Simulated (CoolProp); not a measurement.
Sulfur hexafluoride at 298.15 K and 5.87 MPa flows at 1.5 m/s in a round tube of 4.6 mm bore and 15 µm roughness, fully developed (64/Re and Nu = 3.66 if laminar; Colebrook and Gnielinski if turbulent). Each further row changes one setting.

Model: reference Helmholtz-energy equation of state, Guder 2009, in CoolProp.

| case | Reynolds number | Darcy friction factor | pressure drop (Pa/m) | heat-transfer coefficient (W/(m² K)) | mass flow (kg/h) |
|---|---|---|---|---|---|
| as stated | (withheld) | 0.0285 | 10100 | 4870 | 130 |
| velocity 3 m/s | 138000 | (withheld) | (withheld) | (withheld) | 260 |
| diameter 9.2 mm | 138000 | (withheld) | (withheld) | 4220 | (withheld) |

**Question.** Fill in the missing entries.

**Answer.** 
- as stated, Reynolds number: 69100
- velocity 3 m/s, Darcy friction factor: 0.0277
- velocity 3 m/s, pressure drop (Pa/m): 39200
- velocity 3 m/s, heat-transfer coefficient (W/(m² K)): 9580
- diameter 9.2 mm, Darcy friction factor: 0.0236
- diameter 9.2 mm, pressure drop (Pa/m): 4180
- diameter 9.2 mm, mass flow (kg/h): 519

Viscosity comes from a separate model (Quiñones-Cisneros 2012). Thermal conductivity comes from a separate model (Assael 2012).
